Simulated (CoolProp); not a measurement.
Saturation properties of fluorine.

The numbers come from the reference Helmholtz-energy equation of state, de Reuck 1990 in CoolProp.

| T (K) | p (MPa) | liquid density (kg/m³) | vapour density (kg/m³) | liquid cp (kJ/(kg K)) | surface tension (mN/m) |
|---|---|---|---|---|---|
| 106.3 | 0.6895 | 1338 | 33.87 | 1.638 | 7.85 |
| 110.3 | 0.9070 | 1303 | 44.19 | 1.683 | 6.86 |
| 114.4 | 1.177 | 1264 | 57.24 | 1.742 | 5.87 |
| 118.4 | 1.493 | 1224 | 72.92 | 1.819 | 4.93 |
| 122.4 | 1.864 | 1181 | 92.27 | 1.926 | 4.02 |
| 126.4 | 2.298 | 1133 | 116.4 | 2.084 | 3.15 |
| 130.4 | 2.801 | 1079 | 147.2 | 2.336 | 2.32 |
| 134.4 | 3.380 | 1015 | 187.9 | 2.792 | 1.54 |

It boils at 85.0 K under 1 atm.

Surface tension comes from a separate correlation (Mulero 2012).
